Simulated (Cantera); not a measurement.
Input (Python, Cantera):

```python
import numpy as np
import cantera as ct

gas = ct.Solution("gri30.yaml")
gas.TPX = 1600, 67000, {'CH4': 2.3, 'O2': 2.25, 'N2': 27}
reactor = ct.IdealGasReactor(gas, energy="on", clone=False)
net = ct.ReactorNet([reactor])
net.rtol, net.atol = 1e-08, 1e-16
show = ['CH4', 'O2', 'HCN', 'CO2', 'NO2', 'C2H', 'C2H6']
times = np.geomspace(5e-06, 1, 13)

steps = ct.SolutionArray(gas, extra=["t"])
rows = []
print(f"{'t/s':>10s}{'T/K':>9s}{'P/Pa':>11s}" + "".join(f"{s:>11s}" for s in show))
for t in times:
    while net.time < t:
        t_next = net.step()
        steps.append(gas.state, t=t_next)
    rows.append([np.interp(t, steps.t, y) for y in (steps.T, steps.P, *steps(*show).X.T)])
    print(f"{t:10.3e}{rows[-1][0]:9.1f}{rows[-1][1]:11.4g}" + "".join(f"{x:11.3e}" for x in rows[-1][2:]))
rate = np.gradient(steps.T, steps.t)
print("integrator steps:", len(steps.t))
if steps.T.max() > steps.T[0] + 200:
    print(f"time of steepest temperature rise: {steps.t[rate.argmax()]:.4e} s")
gas.TPX = 1600, 67000, {'CH4': 2.3, 'O2': 2.25, 'N2': 27}
gas.equilibrate("UV")
print(f"equilibrium (UV): T = {gas.T:.1f} K  " + "  ".join(f"{s} {gas[s].X[0]:.3e}" for s in show))
```

Output:

```
       t/s      T/K       P/Pa        CH4         O2        HCN        CO2        NO2        C2H       C2H6
 5.000e-06   1600.0    6.7e+04  7.290e-02  7.132e-02  1.465e-17  2.147e-12  7.154e-21  3.637e-24  1.545e-11
 1.383e-05   1600.0    6.7e+04  7.290e-02  7.131e-02  1.286e-16  2.785e-11  2.315e-19  6.245e-22  4.026e-10
 3.824e-05   1599.9    6.7e+04  7.289e-02  7.131e-02  1.087e-15  3.944e-10  5.955e-18  8.854e-20  9.839e-09
 1.057e-04   1599.8  6.699e+04  7.286e-02  7.130e-02  9.782e-15  7.654e-09  1.426e-16  1.543e-17  2.564e-07
 2.924e-04   1599.8  6.699e+04  7.270e-02  7.125e-02  1.084e-13  1.988e-07  2.824e-15  4.017e-15  7.228e-06
 8.086e-04   1602.7  6.713e+04  7.142e-02  7.065e-02  2.939e-12  6.366e-06  1.143e-13  2.384e-12  1.590e-04
 2.236e-03   2261.0  1.012e+05  3.907e-04  1.169e-06  1.657e-04  8.370e-03  1.778e-10  2.160e-06  2.798e-08
 6.184e-03   2256.3  1.016e+05  3.747e-06  8.973e-07  7.387e-05  7.948e-03  5.578e-10  8.212e-09  2.356e-12
 1.710e-02   2253.4  1.015e+05  1.424e-11  1.302e-06  7.118e-07  7.953e-03  5.130e-10  1.856e-17  5.590e-23
 4.729e-02   2254.2  1.016e+05  5.635e-12  1.331e-06  1.059e-07  7.966e-03  2.668e-10  4.602e-18  9.631e-24
 1.308e-01   2254.7  1.016e+05  5.125e-12  1.338e-06  5.552e-08  7.972e-03  1.378e-10  4.173e-18  8.127e-24
 3.616e-01   2254.8  1.016e+05  5.051e-12  1.340e-06  4.447e-08  7.973e-03  1.099e-10  4.112e-18  7.918e-24
 1.000e+00   2254.8  1.016e+05  5.049e-12  1.340e-06  4.421e-08  7.973e-03  1.092e-10  4.111e-18  7.913e-24
integrator steps: 1807
time of steepest temperature rise: 1.9457e-03 s
equilibrium (UV): T = 2254.8 K  CH4 5.674e-12  O2 1.340e-06  HCN 4.421e-08  CO2 7.973e-03  NO2 1.092e-10  C2H 4.572e-18  C2H6 9.697e-24
```

Cantera simulation using GRI-Mech 3.0 (53 species, 325 reactions); the numbers are that mechanism's predictions, not measurements.
